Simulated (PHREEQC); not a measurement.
HCl is added in steps, without added water, to 1 kg of water holding 0.067 mol/kgw CdBr2, 0.0047 mol/kgw Na2SO4 and 0.0005 mol/kgw K2SiO3, at 25 °C. Oxygen is held at 0.21 atm. CO2 is held at log p = -3.4 (atm). Only these solids could form: Cd(OH)2, Otavite, CdOHCl, Quartz, Halite, Mirabilite, Nahcolite, Natron.

Base run: PHREEQC, ion-association model, wateq4f.dat. Each further column changes one thing. The table gives HCO3- (mol/kgw).

```csv
HCl added (mol),base,Debye-Hückel limiting law,Davies equation for every ion,all activity coefficients set to 1,database phreeqc.dat
0,6.17e-6,7.77e-6,6.23e-6,4.54e-6,6.10e-6
0.0002344,6.17e-6,7.77e-6,6.23e-6,4.53e-6,6.10e-6
0.0004687,6.16e-6,7.77e-6,6.22e-6,4.53e-6,6.09e-6
0.0007031,6.16e-6,7.76e-6,6.22e-6,4.53e-6,6.09e-6
0.0009375,6.16e-6,7.76e-6,6.22e-6,4.53e-6,6.09e-6
0.001172,5.96e-8,8.10e-8,6.31e-8,4.12e-8,5.96e-8
0.001328,3.12e-8,4.24e-8,3.30e-8,2.16e-8,3.12e-8
0.001563,1.82e-8,2.48e-8,1.93e-8,1.26e-8,1.82e-8
0.001797,1.29e-8,1.75e-8,1.36e-8,8.87e-9,1.28e-8
0.002031,9.93e-9,1.35e-8,1.05e-8,6.85e-9,9.92e-9
0.002266,8.09e-9,1.10e-8,8.56e-9,5.58e-9,8.08e-9
0.0025,6.83e-9,9.31e-9,7.22e-9,4.70e-9,6.82e-9
```

 phreeqc.dat and wateq4f.dat share most of their constants, so their agreement is no independent check. Solids allowed in the column 'database phreeqc.dat': SiO2(a), Halite, Sylvite, Cd(OH)2, Otavite.
